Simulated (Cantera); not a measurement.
What does this Cantera script print?

```python
import numpy as np
import cantera as ct

gas = ct.Solution("gri30.yaml")
gas.TPX = 598, 64000, {'CO': 1, 'H2': 0.18, 'CH4': 0.17, 'O2': 0.845, 'N2': 3.18}
flame = ct.FreeFlame(gas, width=0.055)
flame.set_refine_criteria(ratio=3, slope=0.08, curve=0.16)
flame.transport_model = "mixture-averaged"
flame.solve(loglevel=0, auto=True)
flame.transport_model = "multicomponent"
flame.soret_enabled = True
flame.solve(loglevel=0, refine_grid=True)
z, T = flame.grid, flame.T
thick = (T[-1] - T[0]) / np.gradient(T, z).max()
show = ['CO', 'H2', 'CH4', 'N2O', 'C2H', 'CH2O']
print(f"laminar burning velocity  {flame.velocity[0] * 100:.3f} cm/s")
print(f"burnt temperature         {T[-1]:.1f} K")
print(f"thermal thickness         {thick * 1e3:.4f} mm")
print(f"grid points               {len(z)}")
z0 = z[flame.heat_release_rate.argmax()]
print(f"{'z/mm':>9s}{'T/K':>9s}{'u/(m/s)':>9s}" + "".join(f"{s:>11s}" for s in show))
rows = []
for k in (-3, -2, -1.5, -1, -0.5, -0.25, 0, 0.25, 0.5, 1, 2, 4, 8):
    zz = z0 + k * thick
    rows.append([k * thick, np.interp(zz, z, T), np.interp(zz, z, flame.velocity),
                 *(np.interp(zz, z, flame.X[gas.species_index(s)]) for s in show)])
    print(f"{rows[-1][0] * 1e3:9.3f}{rows[-1][1]:9.1f}{rows[-1][2]:9.3f}" + "".join(f"{x:11.3e}" for x in rows[-1][3:]))
```

Output:

```
laminar burning velocity  240.551 cm/s
burnt temperature         2455.9 K
thermal thickness         0.5799 mm
grid points               166
     z/mm      T/K  u/(m/s)         CO         H2        CH4        N2O        C2H       CH2O
   -1.740    598.0    2.405  1.860e-01  3.347e-02  3.163e-02  2.293e-16  3.468e-20  1.366e-11
   -1.160    598.0    2.405  1.861e-01  3.337e-02  3.163e-02  1.676e-15  2.776e-19  9.015e-10
   -0.870    598.0    2.405  1.861e-01  3.310e-02  3.164e-02  4.014e-15 -1.524e-17  1.718e-08
   -0.580    599.2    2.407  1.863e-01  3.200e-02  3.164e-02  1.501e-13 -1.897e-16  8.293e-07
   -0.290    675.5    2.704  1.855e-01  2.800e-02  3.031e-02  1.472e-10 -9.754e-15  4.504e-05
   -0.145    934.2    3.744  1.821e-01  2.566e-02  2.381e-02  2.690e-09  7.810e-13  1.754e-04
    0.000   1368.0    5.497  1.748e-01  2.147e-02  6.649e-03  2.113e-08  7.363e-10  3.271e-04
    0.145   1581.4    6.321  1.516e-01  1.335e-02  2.939e-04  5.679e-08  2.520e-10  3.093e-05
    0.290   1669.6    6.613  1.283e-01  1.084e-02  5.711e-06  7.266e-08  2.763e-12  7.338e-07
    0.580   1779.3    6.958  1.042e-01  1.148e-02  3.503e-09  7.107e-08  7.600e-16  9.027e-10
    1.160   1899.1    7.352  9.349e-02  1.168e-02  5.778e-14  7.044e-08 -2.723e-17  2.296e-10
    2.320   2028.9    7.786  8.923e-02  1.060e-02  3.211e-16  7.655e-08 -2.027e-18  1.704e-10
    4.640   2158.7    8.207  8.301e-02  9.087e-03 -4.891e-17  8.598e-08 -1.730e-17  1.378e-10
```

Model: GRI-Mech 3.0 (53 species, 325 reactions), integrated in Cantera. Burning velocities carry a grid error of a few per cent, more on coarse grids.
